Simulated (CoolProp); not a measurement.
A Linde-Hampson liquefier for normal hydrogen: isothermal reversible compression at 300 K from 1 atm to 10 MPa, throttling to 1 atm, return gas leaving the recuperator 5 K below the feed. Each further row changes one setting.

Values from CoolProp's reference Helmholtz-energy equation of state, Leachman 2009.

| case | compression work (kJ/kg of gas) |
|---|---|
| as stated | 5750 |
| high pressure 20 MPa | 6690 |
| warm-end temperature 330 K | 6320 |
| warm-end gap 10 K | 5750 |
